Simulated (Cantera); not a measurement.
A freely propagating, adiabatic, planar premixed flame of 11.1 % CH4, 14.7 % O2, 55.4 % N2, 18.8 % H2O, unburnt at 700 K and 9.87 atm; multicomponent transport, grid criteria slope 0.08 and curve 0.16, no radiation.

Model: GRI-Mech 3.0 (53 species, 325 reactions), integrated in Cantera. Burning velocities carry a grid error of a few per cent, more on coarse grids.

### Question
Predict: laminar burning velocity; thermal thickness; peak x(OH); peak x(H2O2); peak x(C2H6).

### Answer
```
Item                         Result
------------------------  ---------
laminar burning velocity  18.3 cm/s
thermal thickness          0.223 mm
peak x(OH)                  8.67e-5
peak x(H2O2)                7.16e-5
peak x(C2H6)               0.000957
```
